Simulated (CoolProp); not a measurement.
Aqueous propylene glycol as a coolant, 40 % by mass, freezing at -20.6 °C, 1 atm.

Computed with CoolProp (Melinder's fits for secondary coolants).

```
T (°C)  density (kg/m³)  cp (kJ/(kg K))  conductivity (W/(m K))  viscosity (mPa s)
------  ---------------  --------------  ----------------------  -----------------
-6                 1045           3.622                   0.384               17.1
-2                 1043           3.635                   0.387               13.4
1.9                1042           3.648                   0.389               10.7
5.9                1040           3.661                   0.391               8.56
9.9                1038           3.674              (withheld)               6.97
13.9         (withheld)           3.687                   0.396               5.75
17.9               1033           3.700                   0.399         (withheld)
21.8               1031           3.713                   0.401               4.07
25.8               1029           3.725                   0.404               3.47
29.8               1027           3.738                   0.407               2.99
33.8               1024      (withheld)                   0.409               2.61
```

Problem. Fill in the missing entries.

Solution. 
- 9.9, conductivity (W/(m K)): 0.394
- 13.9, density (kg/m³): 1036
- 17.9, viscosity (mPa s): 4.80
- 33.8, cp (kJ/(kg K)): 3.751
